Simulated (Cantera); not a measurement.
A diamond (100) surface in a fixed gas of H2 with x(CH4) = 0.0095, x(H) = 0.01, x(CH3) = 3.2e-05, at 1325 K; coverages are run to steady state.

Model: the Harris–Goodwin 1993 mechanism for the reconstructed diamond (100) surface, integrated in Cantera.

θ: site fractions in the mechanism's names (c6HH fully hydrogenated, c6H* and c6*H radical sites, c6** diradical, c6HM methylated).

| P (Pa) | growth (µm/h) | θ c6HH | θ c6H* | θ c6*H | θ c6** | θ c6HM |
|---|---|---|---|---|---|---|
| 540 | [?] | 0.367 | 0.0518 | 0.531 | 0.0493 | 4.96e-6 |
| 950 | [?] | 0.367 | 0.0518 | 0.531 | 0.0493 | 8.95e-6 |
| 1700 | [?] | 0.367 | 0.0518 | 0.531 | 0.0493 | 1.61e-5 |
| 3000 | [?] | 0.367 | 0.0519 | 0.531 | 0.0493 | 2.82e-5 |
| 5300 | [?] | 0.367 | 0.0519 | 0.531 | 0.0493 | 4.83e-5 |
| 9400 | [?] | 0.367 | 0.0520 | 0.531 | 0.0493 | 8.06e-5 |
| 17000 | [?] | 0.367 | 0.0521 | 0.531 | 0.0494 | 0.000131 |
| 29000 | [?] | 0.367 | 0.0524 | 0.531 | 0.0495 | 0.000192 |

What belongs in the gaps?


- 540, growth (µm/h): 0.0252
- 950, growth (µm/h): 0.0510
- 1700, growth (µm/h): 0.105
- 3000, growth (µm/h): 0.217
- 5300, growth (µm/h): 0.468
- 9400, growth (µm/h): 1.06
- 17000, growth (µm/h): 2.56
- 29000, growth (µm/h): 5.69
